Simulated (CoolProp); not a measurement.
Vapour-liquid equilibrium of n-pentane (1) + benzene (2) at 373.3 K; x and y are mole fractions of (1).

Values from CoolProp's multi-fluid Helmholtz-energy mixture model, Thol 2019 and Thol 2012; pair parameters Bell 2016.

| x | bubble pressure, mixture model (kPa) | bubble pressure, Raoult's law (kPa) | y, mixture model | y, Raoult's law |
|---|---|---|---|---|
| 0.05 | 215.7 | 201.6 | 0.193 | 0.148 |
| 0.125 | 261.4 | 232.7 | 0.374 | 0.320 |
| 0.2 | 300.9 | 263.7 | 0.490 | 0.451 |
| 0.275 | 336.0 | 294.8 | 0.573 | 0.555 |
| 0.35 | 367.6 | 325.9 | 0.639 | 0.639 |
| 0.425 | 396.8 | 356.9 | 0.693 | 0.709 |
| 0.5 | 424.4 | 388.0 | 0.740 | 0.767 |
| 0.575 | 450.7 | 419.0 | 0.782 | 0.817 |
| 0.65 | 476.4 | 450.1 | 0.822 | 0.859 |
| 0.725 | 501.8 | 481.2 | 0.861 | 0.897 |
| 0.8 | 527.0 | 512.2 | 0.898 | 0.929 |
| 0.875 | 552.3 | 543.3 | 0.936 | 0.958 |
| 0.95 | 577.8 | 574.3 | 0.974 | 0.984 |

The largest gap from Raoult's law is +14.1 % in bubble pressure, at x = 0.2. No azeotrope shows between x = 0.05 and 0.95.

The pair parameters rest on a limited set of measurements; away from them the model extrapolates.
